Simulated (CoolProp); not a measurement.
Aqueous ethylene glycol as a coolant, at 31 °C, 1 atm.

Values from CoolProp's Melinder's fits for secondary coolants.

```tsv
mass %	freezing point (°C)	cp (kJ/(kg K))	Prandtl number	conductivity (W/(m K))	viscosity (mPa s)
3.5	-1.1	4.135	5.79	0.599	0.839
9.9	-3.3	4.055	6.92	0.568	0.970
16.3	-6.1	3.970	8.39	0.537	1.13
22.8	-9.6	3.873	10.2	0.507	1.34
29.2	-14.0	3.764	12.3	0.478	1.57
35.6	-19.4	3.647	14.8	0.451	1.84
42.1	-26.1	3.523	17.9	0.425	2.16
48.5	-34.0	3.398	21.6	0.401	2.55
55	-43.2	3.269	26.2	0.378	3.03
```
